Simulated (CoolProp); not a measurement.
Vapour-liquid equilibrium of propane (1) + R236EA (2) at 1.2 MPa; x and y are mole fractions of (1).

The numbers come from the multi-fluid Helmholtz-energy mixture model, Lemmon 2009 and Rui 2013; pair parameters Bell 2016 in CoolProp.

```csv
x,bubble temperature (°C),y at the bubble point,dew temperature at overall composition x (°C),liquid density (mol/L)
0.05,78.2,0.193,85.3,8.094
0.15,62.6,0.468,80.4,8.551
0.25,52.4,0.615,75.3,8.873
0.35,46.3,0.695,69.8,9.101
0.45,42.5,0.742,63.8,9.286
0.55,40.0,0.777,57.2,9.466
0.65,38.1,0.808,49.8,9.672
0.75,36.5,0.843,41.9,9.926
0.85,35.2,0.888,36.3,10.24
0.95,34.4,0.954,34.4,10.62
```

No azeotrope shows between x = 0.05 and 0.95.

The pair parameters rest on a limited set of measurements; away from them the model extrapolates. With so large a gap from Raoult's law the liquid may split in two, which this calculation doesn't test in full.
